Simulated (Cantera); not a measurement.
**Ammonia decomposition in nitride growth gas**

A perfectly stirred reactor is fed with NH3 : H2 = 1 : 29 (molar parts), at 0.130 bar; it is held at 1948 K, and followed from long to short residence time.

Detailed kinetics in Cantera: the gas-phase N/H chemistry of the illustrative SiF4/NH3 mechanism in the Surface Chemkin manual (1991). Walls and surfaces, which speed up NH3 decomposition in real reactors, are not modelled.

```tsv
τ (s)	x NH3	x H2	x NH	x N2H4	x NH2	x N2
0.64	0.0163	0.974	3.35e-6	3.95e-10	6.54e-5	0.00822
0.22	0.0250	0.970	3.65e-6	6.64e-10	8.48e-5	0.00398
0.076	0.0303	0.967	3.46e-6	7.63e-10	9.08e-5	0.00140
0.026	0.0326	0.966	2.45e-6	5.83e-10	7.93e-5	0.000302
0.0090	0.0332	0.966	8.12e-7	1.96e-10	4.60e-5	2.26e-5
0.0031	0.0333	0.966	1.16e-7	2.82e-11	1.74e-5	6.48e-7
0.0011	0.0333	0.967	1.49e-8	3.62e-12	6.24e-6	2.10e-8
0.00037	0.0333	0.967	1.69e-9	<1e-12	2.12e-6	6.06e-10
0.00013	0.0333	0.967	2.11e-10	<1e-12	7.56e-7	1.80e-11
```
x: mole fraction; the columns are a selection and need not sum to one.
